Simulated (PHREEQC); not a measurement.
Make-up at 25 °C: 17 mmol/kgw H2SO4, 73 mmol/kgw ZnSO4 and 0.23 mmol/kgw MnSO4. Closed to the air; pH follows from the charge balance.

The numbers come from PHREEQC with the ion-association model, phreeqc.dat.

Precipitation was switched off in this run.

### Question
What pH does the model give?

### Answer
pH 1.87.

### Question
In which forms is Zn present?

### Answer
Zn+2 53 %, ZnSO4 37 %, Zn(SO4)2-2 9.6 % of the Zn.
